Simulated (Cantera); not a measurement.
An isothermal, constant-pressure homogeneous reactor starts with C2H4 : H2 = 1 : 50 (molar parts), at 1150 K and 1100 Pa. Integrator tolerance rtol = 1e-08.

Computed with Cantera and GRI-Mech 3.0 (53 species, 325 reactions). GRI-Mech 3.0 was tuned for natural gas; its chemistry of ethylene as a main component is partial and can be far from experiment. GRI-Mech 3.0 stops at C3 and has no aromatics, soot or wall deposition, so with more carbon than oxygen in the feed, carbon stays in small species such as C2H2 where larger ones or solid carbon would form. Radical loss at walls, strong at low pressure, is not modelled.

**Question.** What does this change do: pressure from 1100 Pa to 5800 Pa?

**Answer.** 
```json
[
 {"quantity": "x(C2H4) at 100 s", "before": "0.00585 (gas-phase equilibrium 0.000272)", "after": "0.00595 (gas-phase equilibrium 5.84e-5)"},
 {"quantity": "x(H2) at 100 s", "before": "0.980 (gas-phase equilibrium 0.961)", "after": "0.971 (gas-phase equilibrium 0.960)"},
 {"quantity": "x(CH3) at 100 s", "before": "6.98e-8 (gas-phase equilibrium 5.12e-7)", "after": "1.01e-6 (gas-phase equilibrium 2.37e-7)"},
 {"quantity": "x(C2H6) at 100 s", "before": "1.64e-5 (gas-phase equilibrium 8.16e-7)", "after": "8.92e-5 (gas-phase equilibrium 9.22e-7)"},
 {"quantity": "x(CH4) at 100 s", "before": "0.000968 (gas-phase equilibrium 0.0375)", "after": "0.0191 (gas-phase equilibrium 0.0398)"},
 {"quantity": "x(H) at 100 s", "before": "3.68e-6 (gas-phase equilibrium 7.02e-7)", "after": "2.73e-6 (gas-phase equilibrium 3.06e-7)"},
 {"quantity": "x(CH2) at 100 s", "before": "<1e-12 (gas-phase equilibrium <1e-12)", "after": "1.29e-12 (gas-phase equilibrium <1e-12)"}
]
```
